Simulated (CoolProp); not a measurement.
Vapour-liquid equilibrium of ethylene (1) + ethane (2) at 139.2 K; x and y are mole fractions of (1).

Computed with CoolProp (multi-fluid Helmholtz-energy mixture model, Smukala 2000 and Bücker 2006; pair parameters Bell 2016).

| x | bubble pressure, mixture model (bar) | bubble pressure, Raoult's law (bar) | y, mixture model | y, Raoult's law |
|---|---|---|---|---|
| 0.05 | ? | 0.03893 | 0.171 | 0.141 |
| 0.125 | 0.04736 | 0.04455 | 0.345 | 0.309 |
| 0.2 | ? | 0.05018 | 0.466 | 0.439 |
| 0.275 | 0.05932 | 0.05580 | 0.557 | 0.543 |
| 0.35 | 0.06473 | 0.06142 | 0.631 | 0.628 |
| 0.425 | 0.06995 | 0.06705 | ? | 0.698 |
| 0.5 | 0.07508 | 0.07267 | 0.748 | 0.758 |
| 0.575 | ? | 0.07830 | 0.797 | 0.809 |
| 0.65 | 0.08533 | 0.08392 | 0.841 | 0.853 |
| 0.725 | 0.09054 | 0.08954 | 0.881 | 0.892 |
| 0.8 | 0.09581 | 0.09517 | ? | 0.926 |
| 0.875 | 0.1012 | 0.1008 | 0.952 | 0.956 |
| 0.95 | 0.1066 | 0.1064 | 0.982 | 0.983 |

What belongs in the gaps?


- 0.05, bubble pressure, mixture model (bar): 0.04039
- 0.2, bubble pressure, mixture model (bar): 0.05359
- 0.425, y, mixture model: 0.694
- 0.575, bubble pressure, mixture model (bar): 0.08019
- 0.8, y, mixture model: 0.918

The largest gap from Raoult's law is +6.8 % in bubble pressure, at x = 0.2. No azeotrope shows between x = 0.05 and 0.95.

The pair parameters rest on a limited set of measurements; away from them the model extrapolates.
